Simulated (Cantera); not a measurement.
## Thermodynamics of silicon carbide growth, feed CH₃SiCl₃ + CH₄ + H₂

Feed: 1 mol CH₃SiCl₃, 0.31 mol CH₄, 16 mol H₂, equilibrated at 2198.15 K and 13.3 mbar.

Cantera equilibrium calculation (NASA polynomials, part measured and part estimated; ideal gas, pure solids and liquids). Candidate condensed phases: C, C₆H₆, C₇H₈, C₈H₁₈, Si, SiC; 109 gas species. The feed counts by its element totals alone. The tables' values for SiCl are old estimates; treat these amounts as uncertain. Gases not in the tables: Si₂H₆ and higher silanes. Kinetics and transport are ignored.

- x(H₂): 0.807
- x(HCl): 0.134
- x(H): 0.0434
- x(Cl): 0.00523
- x(SiCl₂): 0.00456
- x(Si): 0.00290
- x(C₂H₂ (acetylene)): 0.00205
- x(SiCl): 0.000620
- x(SiC₂): 0.000277
- n(C(graphite)): 0.391 mol
- n(SiC(s)): 0.821 mol
- gas amount: 20.19 mol
- log10 activity of Si(l) (absent): -0.97
